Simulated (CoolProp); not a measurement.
Fluorine along the isotherm -144.65 °C: density (kg/m³) from the reference equation and from simpler models built on Tc = -128.7 °C, pc = 5.240 MPa, ω = 0.045; each cubic takes its own stable root.

The numbers come from the reference Helmholtz-energy equation of state, de Reuck 1990 in CoolProp.

```tsv
p (MPa)	phase	reference
1.82	gas	80.40
3.64	liquid	1124
5.45	liquid	1148
7.27	liquid	1168
9.09	liquid	1186
10.9	liquid	1202
12.7	liquid	1216
14.5	liquid	1228
16.4	liquid	1241
18.2	liquid	1252
20	liquid	1262
```

Problem. How far does each simpler model (van der Waals, Redlich-Kwong, Soave-Redlich-Kwong, Peng-Robinson) lie from the reference over these 11 states: mean and median of the absolute difference, and the worst?

Solution. 
- van der Waals: mean 25.4 %, median 26.6 %, worst -32.3 % at -144.65 °C and 3.64 MPa
- Redlich-Kwong: mean 2.9 %, median 2.5 %, worst -7.2 % at -144.65 °C and 3.64 MPa
- Soave-Redlich-Kwong: mean 2.7 %, median 2.2 %, worst -6.8 % at -144.65 °C and 3.64 MPa
- Peng-Robinson: mean 8.4 %, median 9.2 %, worst +11.3 % at -144.65 °C and 20 MPa
